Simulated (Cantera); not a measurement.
Input: 1 mol H2O, 0.23 mol O2, at 10.0 mbar.

Cantera equilibrium calculation (NASA polynomials, part measured and part estimated; ideal gas, pure solids and liquids). Candidate condensed phases: H2O; 9 gas species. Equilibrium is a limit: real reactors are often held back by kinetics, nucleation or transport. All values below are at 2473 K.

Base state: H2O 0.559, O2 0.165, OH 0.0934, H2 0.0718, H 0.0598, O 0.0514 (mole fractions); condensed: gas only.

Task: What changes in the equilibrium state with this change: O2 from 0.23 to 0.69 mol?

Result: 
| species | before | after |
|---|---|---|
| H2O | 0.559 | 0.418 |
| O2 | 0.165 | 0.332 |
| OH | 0.0934 | 0.0963 |
| H2 | 0.0718 | 0.0378 |
| O | 0.0514 | 0.0730 |
| H | 0.0598 | 0.0434 |
| HO2 | 8.32e-6 | 1.22e-5 |

Task: What changes in the equilibrium state with this change: O2 from 0.23 to 0.7 mol?

Result: 
```tsv
species	before	after
H2O	0.559	0.415
O2	0.165	0.335
OH	0.0934	0.0962
H2	0.0718	0.0374
O	0.0514	0.0733
H	0.0598	0.0431
HO2	8.32e-6	1.22e-5
```

Task: What changes in the equilibrium state with this change: O2 from 0.23 to 0.052 mol?

Result: 
```
species  before   after
-------  ------  ------
H2O       0.559   0.615
H2       0.0718   0.114
OH       0.0934  0.0816
O2        0.165  0.0793
O        0.0514  0.0357
H        0.0598  0.0752
```
